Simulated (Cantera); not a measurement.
# SiH2Cl2 + N2 (silicon nitride deposition)

Charge: 1 mol SiH2Cl2, a varied amount of N2, equilibrated at 13300 Pa.

These are equilibrium values from Cantera (NASA tables, ideal gas, pure condensed phases), not measurements of a reactor. Candidate condensed phases: NH4Cl, Si, Si3N4; 28 gas species. Mutual solubility and eutectic melting of coexisting phases are not modelled. The tables' values for SiCl3 are old estimates. Equilibrium is a limit: real reactors are often held back by kinetics, nucleation or transport.

Stable condensed phases:

```
T in K \ n(N2) in mol
         0.94  1.4    2    3  4.3  6.3  9.2   14   20   29   42   62   90
   2073     A    A    A    A    A    A    A    A    A    A    A    A    A
   2048     A    A    A    A    A    A    A    A    A    A    A    A    A
   2023     A    A    A    A    A    A    A    A    A    A    A    A    A
   1998     A    A    A    A    A    A    A    A    A    A    A    A    A
   1973     A    A    A    A    A    A    A    B    B    B    B    B    B
   1948     A    A    A    A    B    B    B    B    B    B    B    B    B
   1923     A    A    B    B    B    B    B    B    B    B    B    B    B
   1898     C    B    B    B    B    B    B    B    B    B    B    B    B
   1873     B    B    B    B    B    B    B    B    B    B    B    B    B
   1848     B    B    B    B    B    B    B    B    B    B    B    B    B
```

A: Si; B: Si3N4; C: Si + Si3N4.
